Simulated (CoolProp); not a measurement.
The fluid at 463.88 K and 2.52 MPa flows at 5.4 m/s in a round tube of 4.6 mm bore and 15 µm roughness, fully developed (64/Re and Nu = 3.66 if laminar; Colebrook and Gnielinski if turbulent). The same conditions are run with several fluids, on thermodynamics alone (safety and materials aside).

Computed with CoolProp (reference Helmholtz-energy equation of state of each fluid (nitrogen: Span 2000; R410A: Lemmon 2003; c-C4F8 (RC318): Platzer 1990; methane: Setzmann 1991; isobutane: Bücker 2006)). The equations of Platzer and Polt are older, rougher fits. Blends and air are pseudo-pure fits.

```tsv
fluid	Reynolds number	Darcy friction factor	pressure drop (Pa/m)	heat-transfer coefficient (W/(m² K))	mass flow (kg/h)
nitrogen	18100	0.0323	1860	(withheld)	(withheld)
R410A	61400	0.0287	4610	1180	(withheld)
c-C4F8 (RC318)	189000	0.0275	13700	3400	50.8
methane	16000	0.0329	(withheld)	(withheld)	3.40
isobutane	(withheld)	0.0281	4070	(withheld)	(withheld)
```

Question: Complete the blanks.

Answer: 
- nitrogen, heat-transfer coefficient (W/(m² K)): 477
- nitrogen, mass flow (kg/h): 5.86
- R410A, mass flow (kg/h): 16.3
- methane, pressure drop (Pa/m): 1090
- methane, heat-transfer coefficient (W/(m² K)): 725
- isobutane, Reynolds number: 91000
- isobutane, heat-transfer coefficient (W/(m² K)): 2520
- isobutane, mass flow (kg/h): 14.7

Transport values come from each fluid's own correlations; those of c-C4F8 (RC318) are estimates that may be off by 10 % or more.
